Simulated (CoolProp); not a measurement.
Vapour-liquid equilibrium of propane (1) + R152A (2) at 0.403 bar; x and y are mole fractions of (1).

Model: multi-fluid Helmholtz-energy mixture model, Lemmon 2009 and Outcalt 1996; pair parameters Bell 2016, in CoolProp.

| x | bubble temperature (K) | y at the bubble point | dew temperature at overall composition x (K) | liquid density (mol/L) |
|---|---|---|---|---|
| 0.05 | 222.1 | 0.384 | 229.2 | 15.92 |
| 0.125 | 215.6 | 0.604 | 227.8 | 15.81 |
| 0.2 | 212.6 | 0.687 | 226.3 | 15.62 |
| 0.275 | 211.2 | 0.724 | … | 15.39 |
| 0.35 | 210.5 | 0.741 | 222.9 | 15.16 |
| 0.425 | 210.3 | … | 221.0 | 14.93 |
| 0.5 | 210.2 | 0.751 | 218.9 | 14.71 |
| 0.575 | 210.2 | … | 216.6 | 14.51 |
| 0.65 | 210.1 | 0.757 | 214.0 | 14.33 |
| 0.725 | 210.1 | 0.765 | 211.1 | 14.17 |
| 0.8 | 210.0 | 0.783 | 210.1 | 14.02 |
| 0.875 | 210.2 | 0.821 | 210.7 | 13.89 |
| 0.95 | 210.9 | 0.900 | 211.5 | 13.75 |

Problem. What belongs in the gaps?

Solution. 
- 0.275, dew temperature at overall composition x (K): 224.7
- 0.425, y at the bubble point: 0.748
- 0.575, y at the bubble point: 0.753

y crosses x between x = 0.725 and 0.8: the model has an azeotrope there.

The pair parameters rest on a limited set of measurements; away from them the model extrapolates. With so large a gap from Raoult's law the liquid may split in two, which this calculation doesn't test in full.
